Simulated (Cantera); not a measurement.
Input: 1 mol Si, 0.62 mol Cl2, 3.4 mol H2, at 550 K and 72.0 Pa.

Method: chemical equilibrium by Gibbs-energy minimisation in Cantera with the NASA 1993 tables (ideal gas, pure condensed phases). Candidate condensed phases: Si; 19 gas species. The numbers say what is thermodynamically allowed, not how fast it happens.

Base state: H2 0.914, SiCl4 0.0768, SiHCl3 0.00920, HCl 5.78e-5, SiH2Cl2 4.65e-5 (mole fractions); condensed: Si(s).

Problem. What changes in the equilibrium state with this change: temperature from 550 K to 1250 K?

Solution. 
```
species      before     after
----------  -------  --------
H2            0.914     0.778
HCl         5.78e-5     0.145
SiCl2       1.19e-9    0.0681
SiCl4        0.0768   0.00289
SiCl3       1.61e-7   0.00524
H             <1e-9   1.59e-5
SiHCl3      0.00920  0.000550
SiH2Cl2     4.65e-5   1.43e-5
Si(s), mol    0.681     0.693
```
The tables' values for SiCl3 are old estimates; treat these amounts as uncertain.
